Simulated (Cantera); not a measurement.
A closed system holds: 1 mol PbO, 1.8 mol N2, equilibrated at 3.90 mbar.

Method: chemical equilibrium by Gibbs-energy minimisation in Cantera with the NASA 1993 tables (ideal gas, pure condensed phases). Candidate condensed phases: Pb, PbO, PbO2, Pb3O4; 12 gas species. Rates play no part.

Problem. Which condensed phases are stable at each of these points (T (K)): 673, 723, 773, 823, 873, 923, 973?

Solution. 
```json
[
 {"T (K)": "673", "condensed phases": "PbO(red)", "Pb condensed (%)": "100.0"},
 {"T (K)": "723", "condensed phases": "PbO(red)", "Pb condensed (%)": "100.0"},
 {"T (K)": "773", "condensed phases": "PbO(yellow)", "Pb condensed (%)": "100.0"},
 {"T (K)": "823", "condensed phases": "PbO(yellow)", "Pb condensed (%)": "100.0"},
 {"T (K)": "873", "condensed phases": "PbO(yellow)", "Pb condensed (%)": "100.0"},
 {"T (K)": "923", "condensed phases": "PbO(yellow)", "Pb condensed (%)": "100.0"},
 {"T (K)": "973", "condensed phases": "PbO(yellow)", "Pb condensed (%)": "100.0"}
]
```

From 673 K to 723 K the condensed part is PbO(red). From 773 K to 973 K the condensed part is PbO(yellow).
